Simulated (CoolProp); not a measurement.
Ethylbenzene along the isotherm 346.85 °C: density (kg/m³) from the reference equation and from simpler models built on Tc = 344.0 °C, pc = 3.622 MPa, ω = 0.304; each cubic takes its own stable root.

Model: reference Helmholtz-energy equation of state, Zhou 2012, in CoolProp.

```
p (MPa)          phase  reference
-------  -------------  ---------
2.26               gas      63.22
4.53     supercritical      444.4
6.79     supercritical      503.4
9.06     supercritical      531.7
11.3     supercritical      551.1
13.6     supercritical      566.6
15.8     supercritical      578.9
18.1     supercritical      590.0
```

Q: How far does each simpler model (ideal gas, van der Waals, Soave-Redlich-Kwong, Peng-Robinson) lie from the reference over these 8 states: mean and median of the absolute difference, and the worst?

A: 
- ideal gas: mean 53.9 %, median 54.2 %, worst -79.0 % at 346.85 °C and 4.53 MPa
- van der Waals: mean 27.9 %, median 30.6 %, worst -33.6 % at 346.85 °C and 4.53 MPa
- Soave-Redlich-Kwong: mean 13.1 %, median 13.0 %, worst -22.1 % at 346.85 °C and 4.53 MPa
- Peng-Robinson: mean 4.7 %, median 3.2 %, worst -14.1 % at 346.85 °C and 4.53 MPa
